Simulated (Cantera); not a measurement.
A freely propagating, adiabatic, planar premixed flame of 11.2 % CH₄, 18.7 % O₂, 70.1 % N₂, equivalence ratio 1.2, unburnt at 550 K and 6.51 atm; multicomponent transport, grid criteria slope 0.08 and curve 0.16, no radiation.

Model: GRI-Mech 3.0 (53 species, 325 reactions), integrated in Cantera. Burning velocities carry a grid error of a few per cent, more on coarse grids.

x: mole fraction of selected species; z is measured from the peak of heat release.

```
z (mm)   T (K)  u (m/s)     x CH₄      x O₂     x H₂      x OH    x C₂H    x C₂H₂
-------  -----  -------  --------  --------  -------  --------  -------  --------
-0.300     551    0.474     0.112     0.186  0.00209     <1e-8    <1e-8   5.31e-8
-0.200     558    0.482     0.111     0.185  0.00518     <1e-8    <1e-8   7.21e-7
-0.150     582    0.504     0.109     0.183  0.00868     <1e-8    <1e-8   3.64e-6
-0.1000    714    0.624    0.1000     0.172   0.0148   1.43e-7    <1e-8   3.12e-5
-0.0500      ?     1.08         ?         ?        ?         ?    <1e-8         ?
-0.0250   1634     1.46    0.0333    0.0792   0.0276  0.000127  2.80e-8  0.000507
0         2012     1.81   0.00714    0.0322   0.0291   0.00120  9.42e-7  0.000777
0.0250    2171     1.95  0.000531   0.00939   0.0268   0.00329  8.21e-7  0.000198
0.0500    2218     1.99   2.92e-5   0.00326   0.0257   0.00396  9.34e-8   1.76e-5
0.1000    2256     2.02   2.25e-7   0.00109   0.0258   0.00340    <1e-8   2.41e-7
0.200     2288     2.04     <1e-8  0.000433   0.0258   0.00233    <1e-8     <1e-8
0.400     2308     2.06     <1e-8         ?   0.0257         ?    <1e-8     <1e-8
0.800     2316     2.07     <1e-8   6.66e-5   0.0257  0.000972    <1e-8     <1e-8
```

**Question.** Fill in the missing entries.

**Answer.** 
- -0.0500, T (K): 1214
- -0.0500, x CH₄: 0.0649
- -0.0500, x O₂: 0.125
- -0.0500, x H₂: 0.0234
- -0.0500, x OH: 9.62e-6
- -0.0500, x C₂H₂: 0.000223
- 0.400, x O₂: 0.000157
- 0.400, x OH: 0.00144
